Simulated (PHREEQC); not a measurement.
**Nickel, zinc or cadmium bath**

Dissolve 22 mmol/kgw ZnCl2 and 1.1 mmol/kgw H2SO4 at 53 °C. Closed to the air; pH follows from the charge balance.

The numbers come from PHREEQC with the ion-association model, phreeqc.dat.

No solid was allowed to form.

Q: What pH, density, ionic strength does the model give?

A: pH 2.75; density 0.989 g/cm³; ionic strength 0.0616 mol/kgw.

Q: In which forms is Cl present?

A: Cl- 94 %, ZnCl+ 6.1 % of the Cl.

Species that the database lacks are ignored. Away from 25 °C the constants follow the database's enthalpies or fits; those with neither stay at their 25 °C values.
